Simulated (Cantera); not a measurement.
Input (Python, Cantera):

```python
import numpy as np
import cantera as ct

gas = ct.Solution("gri30.yaml")
gas.TPX = 1075, 101325, {'CO': 0.0034, 'O2': 0.0046, 'H2O': 0.00022, 'N2': 1}
reactor = ct.IdealGasConstPressureReactor(gas, energy="off", clone=False)
net = ct.ReactorNet([reactor])
net.rtol, net.atol = 1e-08, 1e-18
show = ['CO', 'O2', 'H2O', 'NO2', 'CO2']
times = np.geomspace(9e-06, 200, 15)

steps = ct.SolutionArray(gas, extra=["t"])
rows = []
print(f"{'t/s':>10s}{'T/K':>9s}{'P/Pa':>11s}" + "".join(f"{s:>11s}" for s in show))
for t in times:
    while net.time < t:
        t_next = net.step()
        steps.append(gas.state, t=t_next)
    rows.append([np.interp(t, steps.t, y) for y in (steps.T, steps.P, *steps(*show).X.T)])
    print(f"{t:10.3e}{rows[-1][0]:9.1f}{rows[-1][1]:11.4g}" + "".join(f"{x:11.3e}" for x in rows[-1][2:]))
rate = np.gradient(steps.T, steps.t)
print("integrator steps:", len(steps.t))
if steps.T.max() > steps.T[0] + 200:
    print(f"time of steepest temperature rise: {steps.t[rate.argmax()]:.4e} s")
gas.TPX = 1075, 101325, {'CO': 0.0034, 'O2': 0.0046, 'H2O': 0.00022, 'N2': 1}
gas.equilibrate("TP")
print(f"equilibrium (TP): T = {gas.T:.1f} K  " + "  ".join(f"{s} {gas[s].X[0]:.3e}" for s in show))
```

Output:

```
       t/s      T/K       P/Pa         CO         O2        H2O        NO2        CO2
 9.000e-06   1075.0  1.013e+05  3.372e-03  4.562e-03  2.182e-04  1.654e-34  7.520e-13
 3.013e-05   1075.0  1.013e+05  3.372e-03  4.562e-03  2.182e-04  6.014e-33  2.519e-12
 1.009e-04   1075.0  1.013e+05  3.372e-03  4.562e-03  2.182e-04  2.865e-31  8.453e-12
 3.377e-04   1075.0  1.013e+05  3.372e-03  4.562e-03  2.182e-04  1.812e-29  2.855e-11
 1.131e-03   1075.0  1.013e+05  3.372e-03  4.562e-03  2.182e-04  1.628e-27  9.921e-11
 3.785e-03   1075.0  1.013e+05  3.372e-03  4.562e-03  2.182e-04  2.930e-25  3.840e-10
 1.267e-02   1075.0  1.013e+05  3.372e-03  4.562e-03  2.182e-04  9.859e-23  2.051e-09
 4.243e-02   1075.0  1.013e+05  3.372e-03  4.562e-03  2.182e-04  7.112e-20  2.702e-08
 1.420e-01   1075.0  1.013e+05  3.356e-03  4.553e-03  2.177e-04  1.776e-13  1.612e-05
 4.755e-01   1075.0  1.013e+05  1.462e-03  3.606e-03  2.147e-04  4.166e-10  1.913e-03
 1.592e+00   1075.0  1.013e+05  2.324e-04  2.996e-03  2.177e-04  3.750e-09  3.145e-03
 5.330e+00   1075.0  1.013e+05  1.903e-05  2.890e-03  2.184e-04  1.426e-08  3.359e-03
 1.784e+01   1075.0  1.013e+05  5.658e-07  2.881e-03  2.185e-04  1.269e-08  3.377e-03
 5.974e+01   1075.0  1.013e+05  2.960e-09  2.881e-03  2.186e-04  4.262e-09  3.378e-03
 2.000e+02   1075.0  1.013e+05  3.029e-10  2.881e-03  2.186e-04  1.879e-09  3.378e-03
integrator steps: 1556
equilibrium (TP): T = 1075.0 K  CO 4.103e-11  O2 2.877e-03  H2O 2.186e-04  NO2 3.461e-08  CO2 3.378e-03
```

Detailed kinetics in Cantera: GRI-Mech 3.0 (53 species, 325 reactions).
